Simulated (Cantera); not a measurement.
A Cantera script and its output.

```python
import numpy as np
import cantera as ct

gas = ct.Solution("gri30.yaml")


def delay(T, t_max=10):
    gas.TPX = T, 500000, {'CH3OH': 1, 'O2': 1.6, 'N2': 6}
    reactor = ct.IdealGasConstPressureReactor(gas, clone=False)
    net = ct.ReactorNet([reactor])
    net.rtol, net.atol = 1e-8, 1e-16
    while net.time < t_max:
        t_old, T_old = net.time, reactor.T
        net.step()
        if reactor.T > T + 400:  # ignition: a rise of 400 K
            return t_old + (T + 400 - T_old) / (reactor.T - T_old) * (net.time - t_old)
    return np.nan


taus = []
for T in [1023, 1098, 1173, 1248, 1323, 1398, 1473, 1548, 1623, 1698]:
    taus.append(delay(T))
    print(f"T0 = {T:6g} K   tau = {taus[-1]:.4e} s")
```

Output:

```
T0 =   1023 K   tau = 8.2875e-02 s
T0 =   1098 K   tau = 1.6384e-02 s
T0 =   1173 K   tau = 4.0025e-03 s
T0 =   1248 K   tau = 1.1723e-03 s
T0 =   1323 K   tau = 4.0264e-04 s
T0 =   1398 K   tau = 1.5938e-04 s
T0 =   1473 K   tau = 7.1527e-05 s
T0 =   1548 K   tau = 3.5741e-05 s
T0 =   1623 K   tau = 1.9496e-05 s
T0 =   1698 K   tau = 1.1396e-05 s
```

Detailed kinetics in Cantera: GRI-Mech 3.0 (53 species, 325 reactions). GRI-Mech 3.0 was tuned for natural gas; its chemistry of methanol as a main component is partial and can be far from experiment.
